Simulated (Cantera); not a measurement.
A perfectly stirred reactor is fed with H2 : O2 : N2 = 1 : 0.455 : 1.71 (molar parts), at 10.0 bar; it is adiabatic with a 548 K inlet, and is followed from long to short residence time, starting on the burning branch (τ in s: 0.22, 0.091, 0.037, 0.015, 0.0059, 0.0024, 0.00097, 0.00039, 0.00016, 6.3e-05, 2.5e-05, 1e-05, 4.1e-06).

Model: GRI-Mech 3.0 (53 species, 325 reactions), integrated in Cantera. The hydrogen kinetics of GRI-Mech 3.0 are dated; newer H2 mechanisms differ, most at raised pressure.

x: mole fraction; the columns are a selection and need not sum to one.

```
τ (s)    T (K)    x H2      x O2      x H   x H2O2    x HO2
-------  -----  ------  --------  -------  -------  -------
0.22      2599  0.0372  0.000697  0.00235  2.36e-7  8.14e-7
0.091     2599  0.0372  0.000701  0.00236  2.37e-7  8.19e-7
0.037     2599  0.0372  0.000713  0.00237  2.39e-7  8.32e-7
0.015     2598  0.0373  0.000742  0.00241  2.45e-7  8.65e-7
0.0059    2596  0.0374  0.000814  0.00249  2.61e-7  9.50e-7
0.0024    2592  0.0376         ?  0.00267        ?        ?
0.00097   2583  0.0382   0.00132  0.00307  3.66e-7  1.61e-6
0.00039   2564  0.0395   0.00200  0.00384  4.98e-7  2.64e-6
0.00016   2532  0.0418   0.00313  0.00518  7.03e-7  4.77e-6
6.3e-5    2477  0.0456   0.00501  0.00758  1.00e-6  9.23e-6
2.5e-5    2397  0.0507   0.00776   0.0115  1.39e-6  1.78e-5
1.0e-5    2286  0.0572    0.0116   0.0175  1.87e-6  3.39e-5
4.1e-6    2145  0.0651    0.0168   0.0257  2.58e-6  6.30e-5
```

Problem. Complete the blanks.

Solution. 
- 0.0024, x O2: 0.000976
- 0.0024, x H2O2: 2.95e-7
- 0.0024, x HO2: 1.15e-6
